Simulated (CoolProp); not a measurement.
Aqueous ammonia as a coolant, 11 % by mass, freezing at -15.3 °C, 1 atm.

Model: Melinder's fits for secondary coolants, in CoolProp.

```json
[
 {"T (°C)": "-10.9", "density (kg/m³)": "960.8", "viscosity (mPa s)": "3.01", "conductivity (W/(m K))": "0.471", "cp (kJ/(kg K))": "4.238"},
 {"T (°C)": "-7.1", "density (kg/m³)": "960.3", "viscosity (mPa s)": "2.58", "conductivity (W/(m K))": "0.478", "cp (kJ/(kg K))": "4.231"},
 {"T (°C)": "-3.3", "density (kg/m³)": "959.8", "viscosity (mPa s)": "2.25", "conductivity (W/(m K))": "0.485", "cp (kJ/(kg K))": "4.225"},
 {"T (°C)": "0.5", "density (kg/m³)": "959.1", "viscosity (mPa s)": "1.98", "conductivity (W/(m K))": "0.492", "cp (kJ/(kg K))": "4.219"},
 {"T (°C)": "4.3", "density (kg/m³)": "958.3", "viscosity (mPa s)": "?", "conductivity (W/(m K))": "0.498", "cp (kJ/(kg K))": "4.213"},
 {"T (°C)": "8.1", "density (kg/m³)": "?", "viscosity (mPa s)": "1.58", "conductivity (W/(m K))": "0.504", "cp (kJ/(kg K))": "4.208"},
 {"T (°C)": "11.9", "density (kg/m³)": "956.3", "viscosity (mPa s)": "1.42", "conductivity (W/(m K))": "0.511", "cp (kJ/(kg K))": "4.203"},
 {"T (°C)": "15.7", "density (kg/m³)": "955.2", "viscosity (mPa s)": "1.29", "conductivity (W/(m K))": "0.517", "cp (kJ/(kg K))": "4.199"},
 {"T (°C)": "19.4", "density (kg/m³)": "?", "viscosity (mPa s)": "1.17", "conductivity (W/(m K))": "0.523", "cp (kJ/(kg K))": "4.196"},
 {"T (°C)": "23.2", "density (kg/m³)": "952.7", "viscosity (mPa s)": "1.06", "conductivity (W/(m K))": "0.530", "cp (kJ/(kg K))": "4.194"}
]
```

Problem. What belongs in the gaps?

Solution. 
- 4.3, viscosity (mPa s): 1.76
- 8.1, density (kg/m³): 957.3
- 19.4, density (kg/m³): 954.0
